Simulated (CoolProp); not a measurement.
Vapour-liquid equilibrium of n-octane (1) + ethylbenzene (2) at 99 kPa; x and y are mole fractions of (1).

Computed with CoolProp (multi-fluid Helmholtz-energy mixture model, Beckmüller 2019 and Zhou 2012; pair parameters Bell 2016).

| x | bubble temperature (°C) | y at the bubble point | dew temperature at overall composition x (°C) | liquid density (mol/L) |
|---|---|---|---|---|
| 0.05 | 134.1 | 0.077 | 134.6 | 7.056 |
| 0.2 | 131.3 | 0.272 | 132.3 | 6.731 |
| 0.35 | 129.2 | 0.430 | 130.2 | 6.429 |
| 0.5 | 127.6 | 0.568 | 128.4 | 6.149 |
| 0.65 | 126.4 | 0.696 | 126.8 | 5.890 |
| 0.8 | 125.5 | 0.822 | 125.7 | 5.650 |
| 0.95 | 124.9 | 0.954 | 125.0 | 5.428 |

No azeotrope shows between x = 0.05 and 0.95.

The pair parameters rest on a limited set of measurements; away from them the model extrapolates.
